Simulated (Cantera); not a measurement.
Charge: 1 mol BN, 74 mol HCl, 2.6 mol N2, equilibrated at 827 °C and 0.100 bar.

These are equilibrium values from Cantera (NASA tables, ideal gas, pure condensed phases), not measurements of a reactor. Candidate condensed phases: B, BN, NH4Cl; 21 gas species. Gases not in the tables: BHCl2. Rates play no part.

Base state: HCl 0.933, N2 0.0394, H2 0.0164, BCl3 0.0109 (mole fractions); condensed: BN(s).

**Question.** What changes in the equilibrium state with this change: N2 from 2.6 to 17 mol?

**Answer.** 
| species | before | after |
|---|---|---|
| HCl | 0.933 | 0.794 |
| N2 | 0.0394 | 0.190 |
| H2 | 0.0164 | 0.00984 |
| BCl3 | 0.0109 | 0.00656 |
| BN(s), mol | 0.164 | 0.403 |
